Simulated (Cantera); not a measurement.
## Stirred combustor or abatement burner

A perfectly stirred reactor is fed with CH₄ : O₂ : N₂ = 1 : 4.76 : 17.9 (molar parts), equivalence ratio 0.42, at 380000 Pa; it is adiabatic with a 398 K inlet, and is followed from long to short residence time, starting on the burning branch (τ in s: 0.082, 0.034, 0.014, 0.0056, 0.0023, 0.00094, 0.00039, 0.00016, 6.4e-05, 2.6e-05, 1.1e-05).

Cantera simulation using GRI-Mech 3.0 (53 species, 325 reactions); the numbers are that mechanism's predictions, not measurements.

| τ (s) | T (K) | x CH₄ | x O₂ | x CH₂ | x CO | x C₂H₄ | x C₂H₂ |
|---|---|---|---|---|---|---|---|
| 0.082 | 1394 | 8.52e-5 | 0.117 | 4.93e-9 | 0.000731 | 9.77e-7 | 1.19e-7 |
| 0.034 | 1384 | 0.000190 | 0.118 | 9.37e-9 | 0.00169 | 2.85e-6 | 2.11e-7 |
| 0.014 | 1350 | 0.000553 | 0.120 | 1.37e-8 | 0.00472 | 1.03e-5 | 3.77e-7 |
| 0.0056 | 398 | 0.0423 | 0.201 | <1e-12 | <1e-12 | <1e-12 | <1e-12 |
| 0.0023 | 398 | 0.0423 | 0.201 | <1e-12 | <1e-12 | <1e-12 | <1e-12 |
| 0.00094 | 398 | 0.0423 | 0.201 | <1e-12 | <1e-12 | <1e-12 | <1e-12 |
| 0.00039 | 398 | 0.0423 | 0.201 | <1e-12 | <1e-12 | <1e-12 | <1e-12 |
| 0.00016 | 398 | 0.0423 | 0.201 | <1e-12 | <1e-12 | <1e-12 | <1e-12 |
| 6.4e-5 | 398 | 0.0423 | 0.201 | <1e-12 | <1e-12 | <1e-12 | <1e-12 |
| 2.6e-5 | 398 | 0.0423 | 0.201 | <1e-12 | <1e-12 | <1e-12 | <1e-12 |
| 1.1e-5 | 398 | 0.0423 | 0.201 | <1e-12 | <1e-12 | <1e-12 | <1e-12 |
x: mole fraction; the columns are a selection and need not sum to one.
